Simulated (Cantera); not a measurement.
**Ignition delay**

Mixture: CH₄ : C₂H₆ : O₂ : N₂ : H₂O = 1 : 0.075 : 5.26 : 19.8 : 1.2 (molar parts), equivalence ratio 0.43, at 0.680 bar, adiabatic and at constant volume. Ignition delay is the time to a rise of 400 K.

Detailed kinetics in Cantera: GRI-Mech 3.0 (53 species, 325 reactions).

```tsv
T0 (K)	delay (ms)
1200	7.63
1275	3.17
1350	1.40
1425	0.659
1500	0.335
1575	0.186
```

- apparent activation energy between 1425 and 1575 K: 160 kJ/mol
